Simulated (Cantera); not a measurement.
Predominance diagram of Mg at 800 K against the partial pressures of O2 and Br2 (log10, bar). Source: NASA polynomial tables (part measured, part estimated), evaluated in Cantera. Candidates: Mg(s), MgBr2(s), MgO(s). Only these pure phases compete in this equilibrium. Not in the tables: oxide halides.

Q: Which phase is stable at these pairs, and which metal-bearing vapour leads over it? (-22.4, -6); (-9.2, -24); (-3.9, -24); (-25, -18); (-25, -26); (-10.5, -14); (-1.3, -6)

A: 
| log p(O2) | log p(Br2) | phase | chief vapour | log p (bar) |
|---|---|---|---|---|
| -22.4 | -6 | MgO(s) | MgBr2 | -5.5 |
| -9.2 | -24 | MgO(s) | MgBr2 | -30.1 |
| -3.9 | -24 | MgO(s) | MgBr2 | -32.7 |
| -25 | -18 | MgO(s) | MgBr2 | -16.2 |
| -25 | -26 | MgO(s) | MgBr2 | -24.2 |
| -10.5 | -14 | MgO(s) | MgBr2 | -19.4 |
| -1.3 | -6 | MgO(s) | MgBr2 | -16.0 |
